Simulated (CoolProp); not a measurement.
Vapour-liquid equilibrium of 1-butene (1) + n-perfluorobutane (2) at 54.95 °C; x and y are mole fractions of (1).

Computed with CoolProp (multi-fluid Helmholtz-energy mixture model, Lemmon 2005 and Gao 2022; pair parameters Bell 2016).

```tsv
x	bubble pressure, mixture model (MPa)	bubble pressure, Raoult's law (MPa)	y, mixture model	y, Raoult's law
0.05	[?]	0.6348	[?]	0.053
0.2	[?]	0.6410	0.375	0.210
0.35	[?]	0.6471	[?]	0.364
0.5	[?]	0.6533	0.570	0.516
0.65	1.052	0.6595	[?]	0.664
0.8	1.034	0.6657	0.623	0.810
0.95	0.8571	0.6718	0.783	0.953
```

### Question
Some entries are withheld; supply them.

### Answer

- 0.05, bubble pressure, mixture model (MPa): 0.6970
- 0.05, y, mixture model: 0.118
- 0.2, bubble pressure, mixture model (MPa): 0.8869
- 0.35, bubble pressure, mixture model (MPa): 1.007
- 0.35, y, mixture model: 0.508
- 0.5, bubble pressure, mixture model (MPa): 1.049
- 0.65, y, mixture model: 0.597

The largest gap from Raoult's law is +60.6 % in bubble pressure, at x = 0.5. y crosses x between x = 0.5 and 0.65: the model has an azeotrope there.

Pair parameters are fitted to limited data, so mixtures are less certain than the pure fluids. With so large a gap from Raoult's law the liquid may split in two, which this calculation doesn't test in full.
